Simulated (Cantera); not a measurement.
Charge: 1 mol B, 0.47 mol H₂O, 8.5 mol N₂, held at 1.40 mbar.

Method: chemical equilibrium by Gibbs-energy minimisation in Cantera with the NASA 1993 tables (ideal gas, pure condensed phases). Candidate condensed phases: B, BN, B₂O₃, B₃O₃H₃, H₂O; 39 gas species. Kinetics and transport are ignored.

Task: At 1700 K, list the 6 most abundant gas species with their mole fractions, and the condensed phases.

Result: N₂ 0.923, H₂ 0.0474, HBO 0.00914, B₂O₂ 0.00817, B₂O₃ 0.00735, BO 0.00331. Condensed: BN(s).
